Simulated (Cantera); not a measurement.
A Cantera script and what it prints.

```python
import numpy as np
import cantera as ct

gas_names = """
    CL CL2 H HCL H2 Si SiCL SiCL2 SiCL3 SiCL4 SiH SiHCL3 SiH2 SiH2CL2 SiH3 SiH3CL SiH4 Si2 Si3
""".split()
cond_names = """
    Si(cr) Si(L)
""".split()


# ... load() reads the species with a 1 bar reference pressure and builds the phases ...
atoms = {
    'SiH2Cl2': {'Si': 1, 'H': 2, 'CL': 2},
    'H2': {'H': 2},
}
top_T = {}  # K; cautious upper limits of use, not melting points


# ... equilibrate(T, P, feed) seeds the gas with the atoms and calls Mixture.equilibrate('TP', solver="vcs", rtol=1e-11, max_steps=5000) ...
results = []
feed = {'SiH2Cl2': 1, 'H2': 30}  # mol
P = 150000  # Pa
for T in [850, 925, 1000, 1075, 1150, 1225, 1300, 1375, 1450, 1525, 1600, 1675, 1750]:
    mix = equilibrate(T, P, feed)
    results.append((T, P, feed, dict(zip(mix.species_names, mix.species_moles))))

top = {s: max(r[3][s] / sum(r[3][g] for g in gas_names) for r in results) for s in gas_names}
cols = sorted((s for s in top if top[s] > 0.001), key=lambda s: -top[s])[:9]
seen = [c for c in cond_names if any(r[3].get(c, 0) > 1e-12 for r in results)]
print("log10 of partial pressures in bar; condensed amounts in mol")
print(f"{'T/K':>10s}" + "".join(f"{s[:9]:>10s}" for s in cols + seen))
for T, P, feed, n in results:
    ng = sum(n[g] for g in gas_names)
    print(f"{T:10.4g}" + "".join(f"{np.log10(max(n[s] / ng * P / 1e5, 1e-99)):10.3f}" for s in cols)
          + "".join(f"{n.get(c, 0):10.4g}" for c in seen))
```

It prints:

```
log10 of partial pressures in bar; condensed amounts in mol
       T/K        H2       HCL    SiHCL3     SiCL2     SiCL4   SiH2CL2     SiCL3    Si(cr)     Si(L)
       850     0.167    -2.721    -1.832    -5.534    -1.940    -2.779    -4.662    0.4145         0
       925     0.167    -2.370    -1.851    -4.747    -1.948    -2.761    -4.147    0.4289         0
      1000     0.166    -2.077    -1.878    -4.089    -1.969    -2.755    -3.721    0.4533         0
      1075     0.165    -1.831    -1.920    -3.536    -2.010    -2.762    -3.373    0.4899         0
      1150     0.163    -1.628    -1.985    -3.076    -2.083    -2.788    -3.099    0.5382         0
      1225     0.160    -1.465    -2.084    -2.702    -2.203    -2.839    -2.902    0.5935         0
      1300     0.158    -1.341    -2.233    -2.414    -2.390    -2.926    -2.788    0.6472         0
      1375     0.155    -1.257    -2.442    -2.210    -2.659    -3.054    -2.766    0.6894         0
      1450     0.154    -1.208    -2.709    -2.081    -3.007    -3.222    -2.825    0.7153         0
      1525     0.153    -1.184    -3.010    -2.007    -3.400    -3.412    -2.940    0.7271         0
      1600     0.152    -1.174    -3.316    -1.963    -3.803    -3.608    -3.079    0.7303         0
      1675     0.152    -1.171    -3.613    -1.936    -4.192    -3.796    -3.223    0.7292         0
      1750     0.152    -1.159    -3.911    -1.949    -4.567    -4.005    -3.383         0    0.7444
```

Cantera equilibrium calculation (NASA polynomials, part measured and part estimated; ideal gas, pure solids and liquids). The tables' values for SiCl3 are old estimates; treat these amounts as uncertain. Gases not in the tables: Si2H6 and higher silanes.
